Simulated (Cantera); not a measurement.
Feed: 1 mol SiC, 1.2 mol O₂, 170 mol N₂, at 700 °C and 2.10e-6 bar.

Equilibrium computed with Cantera from the NASA thermochemical tables; the gas is ideal and each condensed phase is pure. Candidate condensed phases: C, Si, SiC, SiO₂, Si₂N₂O, Si₃N₄; 34 gas species. N₂ is the only nitrogen source here; it is nearly inert below about 1500 K, so the nitride shown seldom forms there in practice. Kinetics and transport are ignored.

Base state: N₂ 0.994, CO 0.00585 (mole fractions); condensed: SiO₂(β-quartz) + Si₂N₂O(s).

Q: What changes in the equilibrium state with this change: pressure from 2.10e-6 bar to 4.70 bar?

A: 
| species | before | after |
|---|---|---|
| N₂ | 0.994 | 0.998 |
| CO | 0.00585 | 0.00230 |
| CO₂ | 1.57e-8 | 2.49e-5 |
| SiO₂(β-quartz), mol | 0.600 | 1.00 |
| Si₂N₂O(s), mol | 0.200 | 0 |
| C(graphite), mol | 0 | 0.604 |

Q: What changes in the equilibrium state with this change: temperature from 700 °C to 925 °C?

A: 
```
species               before    after
-------------------  -------  -------
N₂                     0.994    0.991
CO                   0.00585  0.00583
SiO                  2.30e-8  0.00310
SiO₂(β-quartz), mol    0.600    0.423
Si₂N₂O(s), mol         0.200   0.0226
```
Mutual solubility and eutectic melting of coexisting phases are not modelled. The tables hold silica as quartz up to 1696 K and as liquid above; real silica turns to tridymite and cristobalite and melts near 1996 K.

Q: What changes in the equilibrium state with this change: temperature from 700 °C to 1227 °C?

A: 
| species | before | after |
|---|---|---|
| N₂ | 0.994 | 0.990 |
| CO | 0.00585 | 0.00539 |
| SiO | 2.30e-8 | 0.00393 |
| CO₂ | 1.57e-8 | 0.000433 |
| SiO₂(β-quartz), mol | 0.600 | 0.325 |
| Si₂N₂O(s), mol | 0.200 | 0 |
The tables hold silica as quartz up to 1696 K and as liquid above; real silica turns to tridymite and cristobalite and melts near 1996 K.
